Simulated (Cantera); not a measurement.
An isothermal, constant-pressure homogeneous reactor starts with H2 : O2 = 0.04 : 1 (molar parts), at 1400 K and 1900 Pa.

Computed with Cantera and the H2/O2 subset of GRI-Mech 3.0, which has no nitrogen chemistry. Radical loss at walls, strong at low pressure, is not modelled. The temperature is held fixed by assumption; the heat of reaction is taken as removed at once.

x: mole fraction; the columns are a selection and need not sum to one.

| t (s) | x H2 | x O2 | x OH | x HO2 | x H2O2 |
|---|---|---|---|---|---|
| 0.000300 | 0.0385 | 0.962 | 3.42e-6 | 3.73e-7 | 9.95e-10 |
| 0.000711 | 0.0361 | 0.960 | ? | ? | ? |
| 0.00169 | 0.000608 | 0.928 | 0.00489 | 2.17e-6 | 6.09e-8 |
| 0.00400 | 0.000499 | 0.929 | 0.00459 | 2.09e-6 | 5.64e-8 |
| 0.00949 | 0.000455 | 0.932 | 0.00438 | 2.02e-6 | 5.54e-8 |
| 0.0225 | 0.000368 | 0.938 | 0.00396 | 1.86e-6 | 5.27e-8 |
| 0.0533 | 0.000235 | 0.946 | 0.00317 | 1.53e-6 | 4.61e-8 |
| 0.126 | 0.000103 | 0.954 | 0.00211 | 1.00e-6 | 3.39e-8 |
| 0.300 | 3.10e-5 | 0.959 | 0.00116 | 4.77e-7 | 1.94e-8 |
| 0.711 | 7.55e-6 | 0.960 | 0.000574 | 1.74e-7 | 8.88e-9 |
| 1.69 | 1.83e-6 | 0.961 | 0.000283 | 6.78e-8 | 3.55e-9 |
| 4.00 | ? | 0.961 | ? | ? | ? |

### Question
Fill in the missing entries.

### Answer

- 0.000711, x OH: 0.00100
- 0.000711, x HO2: 1.56e-6
- 0.000711, x H2O2: 8.14e-9
- 4.00, x H2: 5.05e-7
- 4.00, x OH: 0.000149
- 4.00, x HO2: 4.82e-8
- 4.00, x H2O2: 1.42e-9
